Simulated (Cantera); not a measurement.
## Counterflow diffusion flame

A counterflow diffusion flame at 1.01 bar, nozzles 20 mm apart: fuel side CH₄ = 1 (molar parts) at 300 K, oxidiser side O₂ : N₂ = 0.21 : 0.79 (molar parts) at 325 K, fuel mass flux 0.87 times the oxidiser's; mixture-averaged transport, no radiation.

Model: GRI-Mech 3.0 (53 species, 325 reactions), integrated in Cantera. GRI-Mech 3.0 has no aromatics or soot, which form on the fuel side of real flames. The maximum strain rate includes the flame's own expansion and is several times the mean. A flux with no burning solution from the previous one only brackets extinction.

```json
[
 {"oxidiser flux (kg/m²/s)": "0.25", "max strain (1/s)": "176", "mean strain (1/s)": "28.2", "T max (K)": "2051", "peak x OH": "0.00677", "peak x H": "0.00349", "peak x NO": "0.000215", "peak x CO": "0.0475", "peak x C₂H₂": "0.0109"},
 {"oxidiser flux (kg/m²/s)": "0.43", "max strain (1/s)": "290", "mean strain (1/s)": "48.6", "T max (K)": "2027", "peak x OH": "0.00667", "peak x H": "0.00373", "peak x NO": "0.000183", "peak x CO": "0.0468", "peak x C₂H₂": "0.00955"},
 {"oxidiser flux (kg/m²/s)": "0.72", "max strain (1/s)": "461", "mean strain (1/s)": "81.3", "T max (K)": "2004", "peak x OH": "0.00652", "peak x H": "0.00393", "peak x NO": "0.000148", "peak x CO": "0.0467", "peak x C₂H₂": "0.00845"},
 {"oxidiser flux (kg/m²/s)": "1.2", "max strain (1/s)": "727", "mean strain (1/s)": "136", "T max (K)": "1973", "peak x OH": "0.00617", "peak x H": "0.00403", "peak x NO": "0.000106", "peak x CO": "0.0469", "peak x C₂H₂": "0.00715"},
 {"oxidiser flux (kg/m²/s)": "2", "max strain (1/s)": "1150", "mean strain (1/s)": "226", "T max (K)": "1925", "peak x OH": "0.00543", "peak x H": "0.00384", "peak x NO": "6.11e-5", "peak x CO": "0.0476", "peak x C₂H₂": "0.00537"}
]
```
x: mole fraction; the columns are a selection and need not sum to one.

At the next flux tried, 3.4 kg/m²/s, no burning solution was found from the previous one.
